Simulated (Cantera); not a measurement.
Charge: 1 mol Si3N4, 1.7 mol CO2, 70 mol H2, equilibrated at 1 atm.

Cantera equilibrium calculation (NASA polynomials, part measured and part estimated; ideal gas, pure solids and liquids). Candidate condensed phases: C, C6H6, C7H8, C8H18, H2O, Si, SiC, SiO2, Si2N2O, Si3N4; 151 gas species. Mutual solubility and eutectic melting of coexisting phases are not modelled. The tables hold silica as quartz up to 1696 K and as liquid above; real silica turns to tridymite and cristobalite and melts near 1996 K. Gases not in the tables: Si2H6 and higher silanes. Equilibrium is a limit: real reactors are often held back by kinetics, nucleation or transport.

Task: What share of the Si ends up in condensed phases as a function of T (K), at 1050, 1200, 1350, 1500, 1650, 1800, 1950?

Result: 
```tsv
T (K)	Si condensed (%)	as
1050	100.0	SiO2(β-quartz) + Si2N2O(s)
1200	100.0	SiO2(β-quartz) + Si2N2O(s)
1350	100.0	SiO2(β-quartz) + Si2N2O(s)
1500	100.0	SiO2(β-quartz) + Si2N2O(s)
1650	99.0	SiO2(β-quartz) + Si2N2O(s)
1800	86.9	Si2N2O(s)
1950	46.8	SiC(s) + Si2N2O(s)
```
